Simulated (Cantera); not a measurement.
**Adiabatic ignition**

An adiabatic, constant-volume homogeneous reactor starts with 1.81 % C3H8, 20.7 % O2, 77.5 % N2, at 1275 K and 290000 Pa.

Model: GRI-Mech 3.0 (53 species, 325 reactions), integrated in Cantera. GRI-Mech 3.0 was tuned for natural gas; its chemistry of propane as a main component is partial and can be far from experiment.

```csv
t (s),T (K),P (bar),x C3H8,x O2,x CO,x CH3,x CH4,x HO2
1.00e-6,1275,2.90,0.0181,0.207,2.67e-12,8.39e-7,2.36e-9,2.86e-7
3.62e-6,1275,2.90,0.0181,0.207,1.37e-10,3.48e-6,3.48e-8,1.82e-6
1.31e-5,1275,2.90,0.0181,0.207,4.65e-9,1.38e-5,5.17e-7,7.37e-6
4.73e-5,1275,2.90,0.0180,0.207,4.45e-7,5.55e-5,7.98e-6,1.57e-5
0.000171,1275,2.90,0.0175,0.206,1.92e-5,8.63e-5,7.75e-5,1.46e-5
0.000618,1289,2.95,0.0136,0.203,0.000736,0.000140,0.000589,5.81e-5
0.00224,2440,5.67,<1e-12,0.112,0.00173,<1e-12,<1e-12,9.64e-6
0.00809,2427,5.64,<1e-12,0.109,0.00164,<1e-12,<1e-12,9.13e-6
0.0292,2414,5.61,<1e-12,0.106,0.00155,<1e-12,<1e-12,8.64e-6
0.106,2412,5.60,<1e-12,0.106,0.00154,<1e-12,<1e-12,8.59e-6
0.382,2412,5.60,<1e-12,0.106,0.00154,<1e-12,<1e-12,8.59e-6
1.38,2412,5.60,<1e-12,0.106,0.00154,<1e-12,<1e-12,8.59e-6
5.00,2412,5.60,<1e-12,0.106,0.00154,<1e-12,<1e-12,8.59e-6
```
x: mole fraction; the columns are a selection and need not sum to one.

time of steepest temperature rise: 0.767 ms
temperature at 5.00 s: 2412 K
equilibrium temperature: 2412 K
x(C3H8) at 5.00 s: <1e-12 (gas-phase equilibrium <1e-12)
x(O2) at 5.00 s: 0.106 (gas-phase equilibrium 0.106)
x(CO) at 5.00 s: 0.00154 (gas-phase equilibrium 0.00154)
